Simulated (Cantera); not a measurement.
What does this Cantera script print?

```python
import numpy as np
import cantera as ct

gas = ct.Solution("gri30.yaml")
gas.TPX = 1723, 1000000, {'CH4': 1, 'C2H6': 0.043, 'C3H8': 0.35, 'O2': 2.44, 'N2': 9.17}
reactor = ct.IdealGasReactor(gas, energy="on", clone=False)
net = ct.ReactorNet([reactor])
net.rtol, net.atol = 1e-08, 1e-16
show = ['CH4', 'C2H6', 'C3H8', 'O2', 'OH']
times = np.geomspace(5e-06, 3, 13)

steps = ct.SolutionArray(gas, extra=["t"])
rows = []
print(f"{'t/s':>10s}{'T/K':>9s}{'P/Pa':>11s}" + "".join(f"{s:>11s}" for s in show))
for t in times:
    while net.time < t:
        t_next = net.step()
        steps.append(gas.state, t=t_next)
    rows.append([np.interp(t, steps.t, y) for y in (steps.T, steps.P, *steps(*show).X.T)])
    print(f"{t:10.3e}{rows[-1][0]:9.1f}{rows[-1][1]:11.4g}" + "".join(f"{x:11.3e}" for x in rows[-1][2:]))
rate = np.gradient(steps.T, steps.t)
print("integrator steps:", len(steps.t))
if steps.T.max() > steps.T[0] + 200:
    print(f"time of steepest temperature rise: {steps.t[rate.argmax()]:.4e} s")
gas.TPX = 1723, 1000000, {'CH4': 1, 'C2H6': 0.043, 'C3H8': 0.35, 'O2': 2.44, 'N2': 9.17}
gas.equilibrate("UV")
print(f"equilibrium (UV): T = {gas.T:.1f} K  " + "  ".join(f"{s} {gas[s].X[0]:.3e}" for s in show))
```

Result:

```
       t/s      T/K       P/Pa        CH4       C2H6       C3H8         O2         OH
 5.000e-06   2995.1   2.02e+06  9.003e-04  4.732e-07  3.054e-10  1.702e-02  1.017e-02
 1.515e-05   3213.1  2.168e+06  6.979e-11  3.941e-21  5.209e-31  1.065e-03  1.188e-02
 4.592e-05   3205.0  2.163e+06  7.376e-11  4.335e-21  5.949e-31  9.886e-04  1.147e-02
 1.392e-04   3204.2  2.162e+06  7.417e-11  4.377e-21  6.029e-31  9.811e-04  1.143e-02
 4.217e-04   3204.2  2.162e+06  7.417e-11  4.377e-21  6.029e-31  9.811e-04  1.143e-02
 1.278e-03   3204.2  2.162e+06  7.417e-11  4.377e-21  6.029e-31  9.811e-04  1.143e-02
 3.873e-03   3204.2  2.162e+06  7.417e-11  4.377e-21  6.029e-31  9.811e-04  1.143e-02
 1.174e-02   3204.2  2.162e+06  7.417e-11  4.377e-21  6.029e-31  9.811e-04  1.143e-02
 3.557e-02   3204.2  2.162e+06  7.417e-11  4.377e-21  6.029e-31  9.811e-04  1.143e-02
 1.078e-01   3204.2  2.162e+06  7.417e-11  4.377e-21  6.029e-31  9.811e-04  1.143e-02
 3.267e-01   3204.2  2.162e+06  7.417e-11  4.377e-21  6.029e-31  9.811e-04  1.143e-02
 9.899e-01   3204.2  2.162e+06  7.417e-11  4.377e-21  6.029e-31  9.811e-04  1.143e-02
 3.000e+00   3204.2  2.162e+06  7.417e-11  4.377e-21  6.029e-31  9.811e-04  1.143e-02
integrator steps: 1641
time of steepest temperature rise: 4.9230e-06 s
equilibrium (UV): T = 3204.2 K  CH4 8.505e-11  C2H6 5.621e-21  C3H8 8.566e-31  O2 9.811e-04  OH 1.143e-02
```

Detailed kinetics in Cantera: GRI-Mech 3.0 (53 species, 325 reactions). GRI-Mech 3.0 was tuned for natural gas; its chemistry of propane as a main component is partial and can be far from experiment. Above 3000 K some thermodynamic fits are extrapolated.
